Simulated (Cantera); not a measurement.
Feed: 1 mol PbO, 1.6 mol CO, 13 mol H2, equilibrated at 500 °C and 44.0 Pa.

Equilibrium computed with Cantera from the NASA thermochemical tables; the gas is ideal and each condensed phase is pure. Candidate condensed phases: C, C6H6, C7H8, C8H18, H2O, Pb, PbO, PbO2, Pb3O4; 113 gas species. The numbers say what is thermodynamically allowed, not how fast it happens.

Question: What is the equilibrium state?

Answer: 
* **x(H2)**: 0.845
* **x(CO)**: 0.0861
* **x(H2O)**: 0.0450
* **x(CO2)**: 0.0235
* **x(Pb)**: 5.25e-5
* **x(CH4)**: 2.26e-5
* **n(Pb(l))**: 0.999 mol
* **gas amount**: 14.60 mol
* **log10 activity of C(graphite) (absent)**: -1.47
* **log10 activity of PbO2(s) (absent)**: -21.97
* **log10 activity of Pb3O4(s) (absent)**: -32.20
